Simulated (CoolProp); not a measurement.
Model: reference Helmholtz-energy equation of state, Lemmon 2022, in CoolProp.

Question: Give the vapour pressure (kPa), liquid density (kg/m³), vapour density (kg/m³), surface tension (mN/m) of saturated R1234yf at 290.9, 314.1 K.

Answer: 
```csv
T (K),p (kPa),liquid density (kg/m³),vapour density (kg/m³),surface tension (mN/m)
290.9,554,1120,30.7,7.09
314.1,1040,1030,59.2,4.30
```

Surface tension comes from a separate correlation (Mulero 2012).
